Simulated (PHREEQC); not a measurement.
Solution (25 °C): 0.0023 mol HF, 0.0034 mol H2SiF6 and 0.00021 mol NaH2PO4 per kg of water. Closed to the air; pH follows from the charge balance.

Model: ion-association model, wateq4f.dat, run in PHREEQC.

Precipitation was switched off in this run.

Q: Predict the pH.

A: pH 2.22.

Q: In which forms is Si present?

A: SiF6-2 91 %, H4SiO4 8.5 % of the Si.

Saturation is exceeded, for instance for Quartz (slow to form); the values hold only as long as no solid forms. H3PO4, which wateq4f.dat lacks, is added to it with the constant of phreeqc.dat. SiF6-2 is the database's only silicon fluoride.
